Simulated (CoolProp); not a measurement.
Ammonia at 243.58 K and 0.0512 MPa flows at 0.43 m/s in a round tube of 12.7 mm bore and 1.5 µm roughness, fully developed (64/Re and Nu = 3.66 if laminar; Colebrook and Gnielinski if turbulent). Each further row changes one setting.

Model: reference Helmholtz-energy equation of state, Gao 2020, in CoolProp.

| case | Reynolds number | Darcy friction factor | pressure drop (Pa/m) | heat-transfer coefficient (W/(m² K)) | mass flow (kg/h) |
|---|---|---|---|---|---|
| as stated | ___ | 0.221 | ___ | 6.07 | 0.0855 |
| velocity 0.86 m/s | 580 | 0.110 | ___ | 6.07 | ___ |
| diameter 25.4 mm | 580 | 0.110 | ___ | ___ | ___ |

Question: Some entries are withheld; supply them.

Answer: 
- as stated, Reynolds number: 290
- as stated, pressure drop (Pa/m): 0.700
- velocity 0.86 m/s, pressure drop (Pa/m): 1.40
- velocity 0.86 m/s, mass flow (kg/h): 0.171
- diameter 25.4 mm, pressure drop (Pa/m): 0.175
- diameter 25.4 mm, heat-transfer coefficient (W/(m² K)): 3.04
- diameter 25.4 mm, mass flow (kg/h): 0.342

Viscosity comes from a separate model (Fenghour 1995). Thermal conductivity comes from a separate model (Tufeu 1984).
